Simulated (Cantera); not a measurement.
A closed system holds: 1 mol AlN, a varied amount of O2, 34 mol N2, at 1648.15 K and 0.190 bar.

Cantera equilibrium calculation (NASA polynomials, part measured and part estimated; ideal gas, pure solids and liquids). Candidate condensed phases: Al, AlN, Al2O3; 16 gas species. Rates play no part.

Problem. At 11 mol O2, list the 4 most abundant gas species with their mole fractions, and the condensed phases.

Solution. N2 0.770, O2 0.228, NO 0.00244, O 2.78e-5. Condensed: Al2O3(s).
